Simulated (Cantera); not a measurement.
A closed system holds: 1 mol Al, 0.9 mol H2O, 570 mol H2, at 1100 K and 10.0 mbar.

Cantera equilibrium calculation (NASA polynomials, part measured and part estimated; ideal gas, pure solids and liquids). Candidate condensed phases: Al, Al2O3, H2O; 19 gas species. Mutual solubility and eutectic melting of coexisting phases are not modelled. Equilibrium is a limit: real reactors are often held back by kinetics, nucleation or transport.

Q: What is the equilibrium state?

A: x(H2): 1.000
n(Al(l)): 0.400 mol
n(Al2O3(s)): 0.300 mol
gas amount: 570.9 mol
